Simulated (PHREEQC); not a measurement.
Dissolve 0.017 mol/kgw LiOH, 6.3e-05 mol/kgw H4SiO4 and 0.031 mol/kgw K2CO3 at 47 °C. Closed to the air; pH follows from the charge balance.

Model: ion-association model, phreeqc.dat, run in PHREEQC.

Precipitation was switched off in this run.

Q: Order these Si species by the share of Si that they hold, largest first: H3SiO4-, H2SiO4-2, H4SiO4.

A: H3SiO4- (87 %), H2SiO4-2 (13 %), H4SiO4 (0.77 %)

The pH is 11.46 and the ionic strength 0.109 mol/kgw. Away from 25 °C the constants follow the database's enthalpies or fits; those with neither stay at their 25 °C values.
